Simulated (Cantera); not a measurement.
Feed: 1 mol CuO, 1.1 mol F2, 0.1 mol O2, equilibrated at 62.0 Pa.

These are equilibrium values from Cantera (NASA tables, ideal gas, pure condensed phases), not measurements of a reactor. Candidate condensed phases: Cu, CuF2, CuO, Cu2O; 13 gas species. The numbers say what is thermodynamically allowed, not how fast it happens.

Problem. Which condensed phases are stable at each of these points (T (K)): 800, 900, 1000, 1100, 1200, 1300, 1400, 1500, 1600, 1700, 1800, 1900?

Solution. 
```tsv
T (K)	condensed phases	Cu condensed (%)
800	CuF2(s)	100.0
900	CuF2(s)	99.9
1000	CuF2(s)	98.4
1100	CuF2(s)	65.5
1200	gas only	0.0
1300	gas only	0.0
1400	gas only	0.0
1500	gas only	0.0
1600	gas only	0.0
1700	gas only	0.0
1800	gas only	0.0
1900	gas only	0.0
```

From 800 K to 1100 K the condensed part is CuF2(s). From 1200 K to 1900 K nothing is condensed.
